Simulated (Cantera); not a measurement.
Cantera run:

```python
import numpy as np
import cantera as ct

gas_names = """
    CL CL2 H HCL H2 N NH NH2 NH3 N2 N2H2 N2H4 Si SiCL SiCL2 SiCL3 SiCL4 SiH SiHCL3 SiH2 SiH2CL2 SiH3
    SiH3CL SiH4 SiN Si2 Si2N Si3
""".split()
cond_names = """
    NH4CL(a) NH4CL(b) Si(cr) Si(L) Si3N4(a)
""".split()


def load(file, names, dense=False):
    # The tables refer to 1 bar. Condensed volumes are neglected.
    table = {s.name: s for s in ct.Species.list_from_file(file)}
    out = []
    for n in names:
        d = dict(table[n].input_data)
        d["thermo"] = dict(d["thermo"], **{"reference-pressure": 1e5})
        if dense:
            d["equation-of-state"] = {"model": "constant-volume", "density": "1e6 g/cm^3"}
        out.append(ct.Species.from_dict(d))
    return out


gas = ct.Solution(thermo="ideal-gas", species=load("nasa_gas.yaml", gas_names))
cond = {s.name: ct.Solution(thermo="fixed-stoichiometry", species=[s], name=s.name)
        for s in load("nasa_condensed.yaml", cond_names, dense=True)}
atoms = {
    'SiH2Cl2': {'Si': 1, 'H': 2, 'CL': 2},
    'N2': {'N': 2},
    'H2': {'H': 2},
}
top_T = {'Si3N4(a)': 2400}  # K; cautious upper limits of use, not melting points


def equilibrate(T, P, feed):
    n = {}
    for name, mol in feed.items():
        for a, k in atoms[name].items():
            n[a] = n.get(a, 0.0) + k * mol
    gas.TPX = T, P, n
    mass = sum(n.values()) * gas.mean_molecular_weight
    gas.equilibrate("TP")
    valid = [c for c in cond.values() if c.min_temp <= T <= top_T.get(c.name, c.max_temp)]
    mix = ct.Mixture([(gas, mass / gas.mean_molecular_weight)] + [(c, 0.0) for c in valid])
    mix.T, mix.P = T, P
    mix.equilibrate("TP", solver="vcs", rtol=1e-11, max_steps=5000)
    return mix


results = []
feed = {'SiH2Cl2': 1, 'N2': 0.97, 'H2': 9}  # mol
P = 8.4  # Pa
for T in [723, 823, 923, 1023, 1123, 1223, 1323, 1423, 1523, 1623, 1723, 1823, 1923, 2023]:
    mix = equilibrate(T, P, feed)
    results.append((T, P, feed, dict(zip(mix.species_names, mix.species_moles))))
    x = sorted(zip(gas.X, gas.species_names), reverse=True)
    print(f"T = {T:g} K  P = {P:g} Pa  gas = {mix.phase_moles(0):.4g} mol")
    print("   x: " + "  ".join(f"{s} {v:.3e}" for v, s in x if v > 1e-06))
    print("   condensed (mol): " + ("  ".join(f"{mix.phase(i).name} {mix.phase_moles(i):.4g}"
          for i in range(1, mix.n_phases) if mix.phase_moles(i) > 1e-12) or "none"))
```

Output:

```
T = 723 K  P = 8.4 Pa  gas = 11.3 mol
   x: H2 7.985e-01  HCL 1.729e-01  N2 2.752e-02  SiCL4 1.019e-03  SiHCL3 1.406e-06
   condensed (mol): Si3N4(a) 0.3295
T = 823 K  P = 8.4 Pa  gas = 11.3 mol
   x: H2 7.974e-01  HCL 1.749e-01  N2 2.719e-02  SiCL4 5.199e-04  SiHCL3 2.860e-06
   condensed (mol): Si3N4(a) 0.3314
T = 923 K  P = 8.4 Pa  gas = 11.3 mol
   x: H2 7.969e-01  HCL 1.757e-01  N2 2.705e-02  SiCL4 3.073e-04  SiHCL3 4.968e-06  SiCL3 3.609e-06  SiCL2 1.707e-06
   condensed (mol): Si3N4(a) 0.3321
T = 1023 K  P = 8.4 Pa  gas = 11.3 mol
   x: H2 7.967e-01  HCL 1.759e-01  N2 2.702e-02  SiCL4 2.018e-04  SiCL2 5.044e-05  SiCL3 2.195e-05  SiHCL3 7.733e-06
   condensed (mol): Si3N4(a) 0.3323
T = 1123 K  P = 8.4 Pa  gas = 11.31 mol
   x: H2 7.970e-01  HCL 1.744e-01  N2 2.751e-02  SiCL2 7.837e-04  SiCL4 1.366e-04  SiCL3 9.284e-05  SiHCL3 1.071e-05  H 4.148e-06
   condensed (mol): Si3N4(a) 0.3295
T = 1223 K  P = 8.4 Pa  gas = 11.35 mol
   x: H2 7.997e-01  HCL 1.626e-01  N2 3.114e-02  SiCL2 6.301e-03  SiCL3 2.371e-04  SiCL4 7.115e-05  H 2.934e-05  SiHCL3 1.080e-05  CL 5.137e-06
   condensed (mol): Si3N4(a) 0.3083
T = 1323 K  P = 8.4 Pa  gas = 11.48 mol
   x: H2 8.071e-01  HCL 1.282e-01  N2 4.167e-02  SiCL2 2.256e-02  SiCL3 2.692e-04  H 1.554e-04  CL 2.071e-05  SiCL4 1.757e-05  SiHCL3 5.612e-06  SiCL 2.253e-06
   condensed (mol): Si3N4(a) 0.2459
T = 1423 K  P = 8.4 Pa  gas = 11.97 mol
   x: H2 7.869e-01  HCL 9.596e-02  N2 8.101e-02  SiCL2 3.526e-02  H 6.429e-04  SiCL3 1.470e-04  CL 6.423e-05  SiCL 2.625e-05  Si 1.818e-05  SiCL4 2.424e-06  SiHCL3 1.543e-06
   condensed (mol): Si(cr) 0.5754
T = 1523 K  P = 8.4 Pa  gas = 11.99 mol
   x: H2 7.863e-01  HCL 9.354e-02  N2 8.092e-02  SiCL2 3.636e-02  H 2.236e-03  Si 2.146e-04  CL 2.135e-04  SiCL 1.249e-04  SiCL3 7.570e-05  SiH 5.098e-06  SiH2 1.577e-06  Si2N 1.007e-06
   condensed (mol): Si(cr) 0.559
T = 1623 K  P = 8.4 Pa  gas = 12.04 mol
   x: H2 7.818e-01  HCL 9.092e-02  N2 8.056e-02  SiCL2 3.699e-02  H 6.668e-03  Si 1.862e-03  CL 6.108e-04  SiCL 4.863e-04  SiCL3 4.188e-05  SiH 3.028e-05  Si2N 6.582e-06  Si2 5.347e-06  SiH2 5.056e-06  SiN 3.834e-06  Si3 1.217e-06
   condensed (mol): Si(cr) 0.5251
T = 1723 K  P = 8.4 Pa  gas = 12.24 mol
   x: H2 7.638e-01  HCL 8.881e-02  N2 7.922e-02  SiCL2 3.571e-02  H 1.739e-02  Si 1.171e-02  CL 1.566e-03  SiCL 1.521e-03  SiH 1.349e-04  Si2 5.545e-05  Si2N 2.979e-05  SiCL3 2.393e-05  SiN 1.696e-05  Si3 1.378e-05  SiH2 1.297e-05
   condensed (mol): Si(L) 0.396
T = 1823 K  P = 8.4 Pa  gas = 12.85 mol
   x: H2 7.129e-01  HCL 9.048e-02  N2 7.544e-02  Si 4.435e-02  H 3.991e-02  SiCL2 2.899e-02  CL 3.864e-03  SiCL 3.295e-03  SiH 3.667e-04  Si2 2.418e-04  Si2N 6.109e-05  Si3 4.789e-05  SiN 4.623e-05  SiH2 2.110e-05  SiCL3 1.301e-05
   condensed (mol): none
T = 1923 K  P = 8.4 Pa  gas = 13.39 mol
   x: H2 6.509e-01  HCL 1.088e-01  H 8.293e-02  N2 7.243e-02  Si 5.730e-02  SiCL2 1.355e-02  CL 1.042e-02  SiCL 3.094e-03  SiH 3.468e-04  Si2 1.389e-04  SiN 4.455e-05  Si2N 1.787e-05  SiH2 1.243e-05  Si3 8.784e-06  SiCL3 5.104e-06
   condensed (mol): none
T = 2023 K  P = 8.4 Pa  gas = 14.15 mol
   x: H2 5.738e-01  H 1.570e-01  HCL 1.082e-01  N2 6.851e-02  Si 6.350e-02  CL 2.198e-02  SiCL2 4.459e-03  SiCL 2.215e-03  SiH 2.836e-04  Si2 6.520e-05  SiN 3.757e-05  SiH2 6.501e-06  Si2N 4.528e-06  Si3 1.296e-06  SiCL3 1.238e-06
   condensed (mol): none
```

Equilibrium computed with Cantera from the NASA thermochemical tables; the gas is ideal and each condensed phase is pure. N2 is the only nitrogen source here; it is nearly inert below about 1500 K, so the nitride shown seldom forms there in practice. The tables' values for SiCl, SiCl3, SiN are old estimates; treat these amounts as uncertain. Gases not in the tables: Si2H6 and higher silanes.
